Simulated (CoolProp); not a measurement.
Aqueous ethylene glycol as a coolant, at 24 °C, 1 atm.

Model: Melinder's fits for secondary coolants, in CoolProp.

```tsv
mass %	freezing point (°C)	conductivity (W/(m K))	viscosity (mPa s)	density (kg/m³)	Prandtl number
2.1	-0.6	0.596	0.955	999.3	6.66
11.4	-3.9	0.552	1.19	1011	8.70
20.7	-8.3	0.509	1.52	1024	11.6
30	-14.6	0.469	1.93	1036	15.4
39.3	-23.1	0.431	2.45	1049	20.2
48.6	-34.1	0.397	3.13	1061	26.6
57.9	-47.8	0.365	4.02	1072	34.9
```
